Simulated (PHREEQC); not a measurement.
Solution (25 °C): 0.0028 mol/kgw HCl, 0.00021 mol/kgw Al2(SO4)3 and 0.02 mol/kgw NiSO4. Closed to the air; pH follows from the charge balance.

Equilibrium calculation in PHREEQC: ion-association model, wateq4f.dat.

Task: The ionic strength comes out as 0.0555 mol/kgw. What activity coefficients do Cl-, H+, NiCl+, Al+3, HSO4- get?

Result: Cl- 0.81, H+ 0.85, NiCl+ 0.81, Al+3 0.23, HSO4- 0.81.

This is a speciation only: nothing precipitates in the calculation. Complexes and solids missing from the database can't appear.
